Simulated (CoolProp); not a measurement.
The fluid at 293.15 K and 0.372 MPa is throttled through a valve to 0.0955 MPa with no heat exchange. The same conditions are run with several fluids, on thermodynamics alone (safety and materials aside).

Computed with CoolProp (reference Helmholtz-energy equation of state of each fluid (R134a: Tillner-Roth 1994; carbon monoxide: Lemmon 2006; dry air: Lemmon 2000; R13: Platzer 1990; carbonyl sulfide: Lemmon 2006)). The equations of Platzer and Polt are older, rougher fits. Blends and air are pseudo-pure fits.

| fluid | temperature change (K) | final density (kg/m³) |
|---|---|---|
| R134a | -6.9 | 4.19 |
| carbon monoxide | -0.7 | (withheld) |
| dry air | -0.7 | 1.14 |
| R13 | -3.3 | (withheld) |
| carbonyl sulfide | (withheld) | 2.43 |

Problem. Complete the blanks.

Solution. 
- carbon monoxide, final density (kg/m³): 1.10
- R13, final density (kg/m³): 4.18
- carbonyl sulfide, temperature change (K): -6.0
